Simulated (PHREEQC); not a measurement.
Solution (25 °C): 0.0068 mol NH4BF4 per kg of water. Closed to the air; pH follows from the charge balance.

Computed with PHREEQC (ion-association model, wateq4f.dat).

Each row changes one thing in this solution. This is a speciation only: nothing precipitates in the calculation.

```json
[
 {"case": "as made", "pH": "2.98", "ionic strength (mol/kgw)": "0.00794", "BF4- (mol/kgw)": "0.00487", "HF (mol/kgw)": "0.00322", "F- (mol/kgw)": "0.00225", "H3BO3 (mol/kgw)": "0.00114"},
 {"case": "NH4BF4 from 0.0068 to 0.00748 mol/kgw", "pH": "2.97", "ionic strength (mol/kgw)": "0.00864", "BF4- (mol/kgw)": "0.00547", "HF (mol/kgw)": "0.00331", "F- (mol/kgw)": "0.00229", "H3BO3 (mol/kgw)": "0.00115"},
 {"case": "temperature from 25 to 20 °C", "pH": "2.97", "ionic strength (mol/kgw)": "0.00797", "BF4- (mol/kgw)": "0.00495", "HF (mol/kgw)": "0.00297", "F- (mol/kgw)": "0.00222", "H3BO3 (mol/kgw)": "0.00108"},
 {"case": "NH4BF4 from 0.0068 to 0.0102 mol/kgw", "pH": "2.95", "ionic strength (mol/kgw)": "0.0114", "BF4- (mol/kgw)": "0.00791", "HF (mol/kgw)": "0.00364", "F- (mol/kgw)": "0.00240", "H3BO3 (mol/kgw)": "0.00119"},
 {"case": "NH4BF4 from 0.0068 to 0.00136 mol/kgw", "pH": "3.11", "ionic strength (mol/kgw)": "0.00218", "BF4- (mol/kgw)": "0.000409", "HF (mol/kgw)": "0.00178", "F- (mol/kgw)": "0.00161", "H3BO3 (mol/kgw)": "0.000801"},
 {"case": "NH4BF4 from 0.0068 to 0.034 mol/kgw", "pH": "2.84", "ionic strength (mol/kgw)": "0.0357", "BF4- (mol/kgw)": "0.0301", "HF (mol/kgw)": "0.00517", "F- (mol/kgw)": "0.00288", "H3BO3 (mol/kgw)": "0.00127"},
 {"case": "NH4BF4 from 0.0068 to 0.0034 mol/kgw", "pH": "3.03", "ionic strength (mol/kgw)": "0.00439", "BF4- (mol/kgw)": "0.00196", "HF (mol/kgw)": "0.00258", "F- (mol/kgw)": "0.00199", "H3BO3 (mol/kgw)": "0.00102"},
 {"case": "0.007 mol/kgw H2SiF6 added", "pH": "1.95", "ionic strength (mol/kgw)": "0.0266", "BF4- (mol/kgw)": "0.00513", "HF (mol/kgw)": "0.00562", "F- (mol/kgw)": "0.000391", "H3BO3 (mol/kgw)": "0.00126"}
]
```

SiF6-2 is the database's only silicon fluoride. Real BF4- forms and hydrolyses slowly; the run takes it at equilibrium.
